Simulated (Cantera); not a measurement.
Cantera run:

```python
import numpy as np
import cantera as ct

gas_names = """
    H HNO HNO2 HNO3 HO2 H2 H2O H2O2 N NH NH2 NH3 NH2OH NO NO2 NO3 N2 N2H2 N2H4 N2O O OH O2 O3 V VN VO
    VO2
""".split()
cond_names = """
    H2O(s) H2O(L) V(cr) V(L) VN(s) VO(s) VO(L) V2O3(s) V2O3(L) V2O4(I) V2O4(II) V2O4(L) V2O5(s) V2O5(L)
""".split()


def load(file, names, dense=False):
    # The tables refer to 1 bar. Condensed volumes are neglected.
    table = {s.name: s for s in ct.Species.list_from_file(file)}
    out = []
    for n in names:
        d = dict(table[n].input_data)
        d["thermo"] = dict(d["thermo"], **{"reference-pressure": 1e5})
        if dense:
            d["equation-of-state"] = {"model": "constant-volume", "density": "1e6 g/cm^3"}
        out.append(ct.Species.from_dict(d))
    return out


gas = ct.Solution(thermo="ideal-gas", species=load("nasa_gas.yaml", gas_names))
cond = {s.name: ct.Solution(thermo="fixed-stoichiometry", species=[s], name=s.name)
        for s in load("nasa_condensed.yaml", cond_names, dense=True)}
atoms = {
    'V2O5': {'V': 2, 'O': 5},
    'H2': {'H': 2},
    'N2': {'N': 2},
}
top_T = {'VN(s)': 2300}  # K; cautious upper limits of use, not melting points


def equilibrate(T, P, feed):
    n = {}
    for name, mol in feed.items():
        for a, k in atoms[name].items():
            n[a] = n.get(a, 0.0) + k * mol
    gas.TPX = T, P, n
    mass = sum(n.values()) * gas.mean_molecular_weight
    gas.equilibrate("TP")
    valid = [c for c in cond.values() if c.min_temp <= T <= top_T.get(c.name, c.max_temp)]
    mix = ct.Mixture([(gas, mass / gas.mean_molecular_weight)] + [(c, 0.0) for c in valid])
    mix.T, mix.P = T, P
    mix.equilibrate("TP", solver="vcs", rtol=1e-11, max_steps=5000)
    return mix


results = []
feed = {'V2O5': 1, 'H2': 13, 'N2': 4.5}  # mol
T = 1498.15  # K
P = 1800  # Pa
mix = equilibrate(T, P, feed)
results.append((T, P, feed, dict(zip(mix.species_names, mix.species_moles))))
print(gas.report(threshold=0.0001))
for i in range(1, mix.n_phases):
    print(f"{mix.phase(i).name:16s} {mix.phase_moles(i):12.5e} mol")
```

Result:

```
       temperature   1498.2 K
          pressure   1800 Pa
           density   0.0015215 kg/m^3
  mean mol. weight   10.529 kg/kmol
   phase of matter   gas

                          1 kg             1 kmol
                     ---------------   ---------------
          enthalpy        1.0009e+06        1.0539e+07  J
   internal energy       -1.8212e+05       -1.9176e+06  J
           entropy             23178        2.4404e+05  J/K
    Gibbs function       -3.3723e+07       -3.5508e+08  J
 heat capacity c_p            3293.7             34680  J/K
 heat capacity c_v              2504             26365  J/K

                      mass frac. Y      mole frac. X     chem. pot. / RT
                     ---------------   ---------------   ---------------
                 H        9.7386e-06        0.00010173            -11.54
                H2           0.12034           0.62849           -23.081
               H2O           0.19553           0.11428           -51.878
                N2           0.68412           0.25713           -31.384
     [  +24 minor]        2.4581e-06        9.5703e-07

V(cr)             0.00000e+00 mol
VN(s)             0.00000e+00 mol
VO(s)             0.00000e+00 mol
V2O3(s)           9.99999e-01 mol
V2O4(II)          0.00000e+00 mol
V2O5(L)           0.00000e+00 mol
```

These are equilibrium values from Cantera (NASA tables, ideal gas, pure condensed phases), not measurements of a reactor. Condensed phases not in the tables: the oxides between V2O3 and V2O5 other than VO2.
